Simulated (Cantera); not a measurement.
## TiC + H₂ (sublimation and decomposition of ceramics)

A closed system holds: 1 mol TiC, 0.098 mol H₂, equilibrated at 1900 Pa.

Equilibrium computed with Cantera from the NASA thermochemical tables; the gas is ideal and each condensed phase is pure. Candidate condensed phases: C, C₆H₆, C₇H₈, C₈H₁₈, Ti, TiC; 77 gas species. TiC: taken at fixed stoichiometry. Equilibrium is a limit: real reactors are often held back by kinetics, nucleation or transport.

| T (K) | x H₂ | x H | x Ti | x C₂H₂ (acetylene) | n TiC(s) |
|---|---|---|---|---|---|
| 2323 | 0.924 | 0.0759 | 8.77e-5 | 4.32e-5 | 1.000 |
| 2398 | 0.892 | 0.108 | 0.000195 | 9.59e-5 | 1.000 |
| 2473 | 0.850 | 0.149 | 0.000410 | 0.000201 | 1.000 |
| 2548 | 0.798 | 0.200 | 0.000823 | 0.000399 | 1.000 |
| 2623 | 0.736 | 0.262 | 0.00158 | 0.000751 | 1.000 |
| 2698 | 0.663 | 0.333 | 0.00291 | 0.00134 | 1.000 |
| 2773 | 0.581 | 0.411 | 0.00517 | 0.00224 | 0.999 |
| 2848 | 0.494 | 0.493 | 0.00896 | 0.00346 | 0.999 |
| 2923 | 0.405 | 0.572 | 0.0154 | 0.00482 | 0.998 |
| 2998 | 0.318 | 0.642 | 0.0265 | 0.00588 | 0.996 |
x: gas mole fraction; n: condensed amount in mol.

From 2323 K to 2998 K the condensed part is TiC(s). The main Ti-bearing gas is Ti throughout.
